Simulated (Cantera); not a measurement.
An isothermal, constant-pressure homogeneous reactor starts with CO : O2 : H2O : N2 = 0.013 : 0.0032 : 0.0025 : 1 (molar parts), equivalence ratio 2.0, at 1075 K and 1000000 Pa.

Detailed kinetics in Cantera: GRI-Mech 3.0 (53 species, 325 reactions).

Task: Predict: x(CO) at 5.00 s; x(O2) at 5.00 s; x(H2O) at 5.00 s; x(CO2) at 5.00 s.

Result: 
```json
{
  "x(CO) at 5.00 s": "0.00622 (gas-phase equilibrium 0.00541)",
  "x(O2) at 5.00 s": "1.42e-9 (gas-phase equilibrium <1e-12)",
  "x(H2O) at 5.00 s": "0.00218 (gas-phase equilibrium 0.00138)",
  "x(CO2) at 5.00 s": "0.00658 (gas-phase equilibrium 0.00739)"
}
```
